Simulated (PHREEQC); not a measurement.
1 kg of water holding 160 mmol/kgw K2SO4, 73 mmol/kgw NaCl and 12 mmol/kgw Na2SO4 is evaporated at 60 °C; the solids stay in contact with the brine. CO2 from the air is kept out. The run lets Arcanite, Glaserite, Halite, Mirabilite, Misenite, Sylvite, Thenardite precipitate or redissolve, and no other solid.

The series has 28 steps of water left (kg), from 1 to 0.005012.

Model: Pitzer model, pitzer.dat, run in PHREEQC.

**Question.** Which solids form, in which order, and at which step of the series does each first stand?

**Answer.** Arcanite from water left = 0.1407 kg, last present at water left = 0.006093 kg; Glaserite from water left = 0.07809 kg; Sylvite from water left = 0.00903 kg.

Constants without temperature data keep their 25 °C values here.
